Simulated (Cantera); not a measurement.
Feed: 1 mol SiO2, 0.21 mol H2, equilibrated at 28.5 Torr.

Cantera equilibrium calculation (NASA polynomials, part measured and part estimated; ideal gas, pure solids and liquids). Candidate condensed phases: H2O, Si, SiO2; 18 gas species. The tables hold silica as quartz up to 1696 K and as liquid above; real silica turns to tridymite and cristobalite and melts near 1996 K. The numbers say what is thermodynamically allowed, not how fast it happens.

Question: Which condensed phases are stable at each of these points (T (K)): 1823, 1848, 1873, 1898, 1923, 1948, 1973, 1998, 2023, 2048, 2073, 2098?

Answer: 
| T (K) | condensed phases | Si condensed (%) |
|---|---|---|
| 1823 | SiO2(condensed) | 99.8 |
| 1848 | SiO2(condensed) | 99.7 |
| 1873 | SiO2(condensed) | 99.7 |
| 1898 | SiO2(condensed) | 99.6 |
| 1923 | SiO2(condensed) | 99.5 |
| 1948 | SiO2(condensed) | 99.4 |
| 1973 | SiO2(condensed) | 99.3 |
| 1998 | SiO2(l) | 99.1 |
| 2023 | SiO2(l) | 98.9 |
| 2048 | SiO2(l) | 98.7 |
| 2073 | SiO2(l) | 98.4 |
| 2098 | SiO2(l) | 98.1 |

From 1823 K to 1973 K the condensed part is SiO2(condensed). From 1998 K to 2098 K the condensed part is SiO2(l).
